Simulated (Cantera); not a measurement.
## Carbon deposition, reforming and gasification: CH₃OH + O₂ + H₂

Feed: 1 mol CH₃OH, 0.016 mol O₂, 1.1 mol H₂, at 12.0 mbar.

Cantera equilibrium calculation (NASA polynomials, part measured and part estimated; ideal gas, pure solids and liquids). Candidate condensed phases: C, C₆H₆, C₇H₈, C₈H₁₈, H₂O; 110 gas species. Kinetics and transport are ignored.

```csv
T (°C),x H₂,x H₂O,x CO,x CH₄,x CO₂,x H,x C₂H₆,x C₂H₄,n C(graphite)
350,0.521,0.252,0.00536,0.166,0.0551,<1e-12,5.19e-8,9.67e-11,0.365
400,0.658,0.176,0.0205,0.0792,0.0670,<1e-12,2.55e-8,2.87e-10,0.479
450,0.731,0.107,0.0599,0.0342,0.0673,<1e-12,1.03e-8,5.98e-10,0.448
500,0.754,0.0552,0.128,0.0145,0.0480,7.20e-12,3.81e-9,9.95e-10,0.296
550,0.753,0.0234,0.195,0.00635,0.0219,5.81e-11,1.45e-9,1.46e-9,0.121
600,0.750,0.00885,0.231,0.00303,0.00728,3.70e-10,6.04e-10,2.02e-9,0.0211
650,0.750,0.00533,0.240,0.000984,0.00348,1.93e-9,1.10e-10,1.06e-9,0
700,0.751,0.00529,0.241,0.000222,0.00274,8.55e-9,9.06e-12,2.29e-10,0
750,0.751,0.00553,0.242,5.46e-5,0.00233,3.27e-8,<1e-12,5.13e-11,0
800,0.750,0.00580,0.242,1.52e-5,0.00202,1.11e-7,<1e-12,1.30e-11,0
850,0.750,0.00603,0.242,4.73e-6,0.00178,3.37e-7,<1e-12,3.73e-12,0
900,0.750,0.00623,0.242,1.63e-6,0.00158,9.32e-7,<1e-12,1.20e-12,0
```
x: gas mole fraction; n: condensed amount in mol.

From 350 °C to 600 °C the condensed part is C(graphite). From 650 °C to 900 °C nothing is condensed. The main C-bearing gas is CH₄ at 350 °C and CO at 900 °C.
